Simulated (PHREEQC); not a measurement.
A solution holds 0.011 mol CaSO4, 6.9e-05 mol NaF and 0.0016 mol H4SiO4 per kg of water, at 70 °C. It is in equilibrium with CO2 at log p = -3.4 (atm). Otherwise closed; pH follows from the charge balance.

Model: ion-association model, wateq4f.dat, run in PHREEQC.

| quantity | before | after |
|---|---|---|
| pH | 5.88 | 5.61 |
| ionic strength (mol/kgw) | 0.0288 | 0.0322 |
| SO4-2 (mol/kgw) | 0.00718 | 0.00802 |
| CO2 (mol/kgw) | 5.64e-6 | 2.54e-5 |
| HCO3- (mol/kgw) | 2.51e-6 | 3.66e-6 |
| HSO4- (mol/kgw) | 1.70e-6 | 8.11e-7 |

### Question
Which change was made?
A) CaSO4 replaced by Fe2(SO4)3 at the same molality
B) 0.0027 mol/kgw HF added
C) temperature from 70 to 5 °C
D) H4SiO4 left out
E) NaF left out

### Answer
C, temperature from 70 to 5 °C

This is a speciation only: nothing precipitates in the calculation. Some of these states are supersaturated (in Quartz (slow to form), Chalcedony (slow to form), SiO2(a), for instance). Away from 25 °C the constants follow the database's enthalpies or fits; those with neither stay at their 25 °C values. SiF6-2 is the database's only silicon fluoride.
